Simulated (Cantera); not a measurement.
# Premixed flame

A freely propagating, adiabatic, planar premixed flame of 37.1 % H₂, 13.2 % O₂, 49.7 % N₂, unburnt at 625 K and 0.960 bar; mixture-averaged transport, grid criteria slope 0.08 and curve 0.16, no radiation.

Detailed kinetics in Cantera: the H2/O2 subset of GRI-Mech 3.0, which has no nitrogen chemistry. Burning velocities carry a grid error of a few per cent, more on coarse grids.

| z (mm) | T (K) | u (m/s) | x H₂ | x O₂ | x O | x H₂O | x H | x HO₂ |
|---|---|---|---|---|---|---|---|---|
| -1.47 | 625 | 9.41 | 0.371 | 0.132 | <1e-8 | <1e-8 | <1e-8 | <1e-8 |
| -0.982 | 625 | 9.41 | 0.371 | 0.132 | <1e-8 | <1e-8 | <1e-8 | <1e-8 |
| -0.737 | 625 | 9.41 | 0.371 | 0.132 | <1e-8 | <1e-8 | <1e-8 | <1e-8 |
| -0.491 | 625 | 9.41 | 0.371 | 0.132 | <1e-8 | 4.51e-8 | 8.02e-8 | 5.05e-7 |
| -0.246 | 639 | 9.60 | 0.368 | 0.132 | 1.02e-5 | 0.000670 | 0.000275 | 0.000212 |
| -0.123 | 833 | 12.3 | 0.337 | 0.127 | 0.000395 | 0.0178 | 0.00893 | 0.000165 |
| 0 | 1273 | 18.2 | 0.215 | 0.0816 | 0.00584 | 0.114 | 0.0564 | 6.91e-5 |
| 0.123 | 1575 | 22.2 | 0.118 | 0.0239 | 0.00911 | 0.220 | 0.0894 | 1.94e-5 |
| 0.246 | 1709 | 23.9 | 0.102 | 0.0111 | 0.00845 | 0.244 | 0.0872 | 8.46e-6 |
| 0.491 | 1852 | 25.6 | 0.104 | 0.00780 | 0.00721 | 0.253 | 0.0738 | 5.30e-6 |
| 0.982 | 2005 | 27.4 | 0.108 | 0.00576 | 0.00550 | 0.261 | 0.0580 | 3.52e-6 |
| 1.96 | 2154 | 29.1 | 0.112 | 0.00383 | 0.00368 | 0.271 | 0.0430 | 2.21e-6 |
| 3.93 | 2286 | 30.6 | 0.114 | 0.00222 | 0.00212 | 0.280 | 0.0301 | 1.30e-6 |
x: mole fraction of selected species; z is measured from the peak of heat release.

The laminar burning velocity comes out as 941 cm/s and the thermal thickness is 0.491 mm. The peak x(O) comes out as 0.00912, the peak x(H) is 0.0904 and the peak x(HO₂) comes out as 0.000252. The grid points comes out as 139.
